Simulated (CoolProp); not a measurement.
R143a at several states: fugacity coefficient from the reference equation and from simpler models built on Tc = 72.7 °C, pc = 3762 kPa, ω = 0.261; each cubic takes its own stable root.

Computed with CoolProp (reference Helmholtz-energy equation of state, Lemmon and Jacobsen 2000).

| T (°C) | p (kPa) | phase | reference |
|---|---|---|---|
| -97.65 | 10500 | liquid | 0.0006144 |
| 66.15 | 112 | gas | 0.9882 |
| -64.05 | 1480 | liquid | 0.02948 |
| 46.95 | 7200 | liquid | 0.2626 |

### Question
How far does each simpler model (van der Waals, Redlich-Kwong, Soave-Redlich-Kwong, Peng-Robinson) lie from the reference over these 4 states: mean and median of the absolute difference, and the worst?

### Answer
- van der Waals: mean 1124.4 %, median 357.8 %, worst +3781.8 % at -97.65 °C and 10500 kPa
- Redlich-Kwong: mean 74.0 %, median 57.5 %, worst +181.1 % at -97.65 °C and 10500 kPa
- Soave-Redlich-Kwong: mean 3.0 %, median 1.6 %, worst +8.8 % at 46.95 °C and 7200 kPa
- Peng-Robinson: mean 2.0 %, median 2.0 %, worst +4.0 % at -97.65 °C and 10500 kPa
